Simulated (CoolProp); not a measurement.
The numbers come from the reference Helmholtz-energy equation of state, Platzer 1990 in CoolProp. This equation is an older, rougher fit; its heat capacities, sound speeds and derivatives of the liquid may be far off and weren't checked against measurements.

Question: Give the vapour pressure (bar), liquid density (kg/m³), liquid conductivity (mW/(m K)) of saturated CF4 (R14) at 173.9, 177.8 K.

Answer: 
```
T (K)  p (bar)  liquid density (kg/m³)  liquid conductivity (mW/(m K))
-----  -------  ----------------------  ------------------------------
173.9     5.32                    1440                            74.0
177.8     6.37                    1410                            71.1
```

Thermal conductivity comes from a separate model (Huber 2003), an estimate that may be off by 10 % or more.
